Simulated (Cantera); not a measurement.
A jet of CH₄ : O₂ : N₂ = 0.012 : 0.12 : 0.79 (molar parts) at 300 K and 0.0306 atm hits a platinum plate 7.2 cm away at a mass flux of 0.13 kg/m²/s; the plate temperature is set and raised in steps from an oxygen-covered start.

Computed with Cantera and Deutschmann's 1995 Pt surface mechanism with GRI-Mech 3.0 gas chemistry. Catalytic surfaces can have several steady states; this one follows from the mechanism file's or the stated starting coverage.

x: mole fraction at the wall; θ: surface coverage.

```
plate T (K)  wall x CH₄  wall x O₂  wall x H₂O  wall x OH  wall x CO  wall x CO₂  θ free Pt   θ O*
-----------  ----------  ---------  ----------  ---------  ---------  ----------  ---------  -----
900              0.0105      0.125     0.00465        [?]    4.47e-6     0.00304      0.247  0.752
950             0.00921      0.122     0.00708        [?]    5.44e-6     0.00463      0.319  0.680
1000            0.00792      0.119     0.00946        [?]    6.37e-6     0.00620      0.392  0.608
1050            0.00677      0.117      0.0116        [?]    7.32e-6     0.00758      0.464  0.536
1100            0.00582      0.115      0.0133        [?]    8.39e-6     0.00872      0.532  0.467
```

### Question
Fill in the missing entries.

### Answer

- 900, wall x OH: 2.11e-8
- 950, wall x OH: 7.17e-8
- 1000, wall x OH: 2.06e-7
- 1050, wall x OH: 5.16e-7
- 1100, wall x OH: 1.16e-6
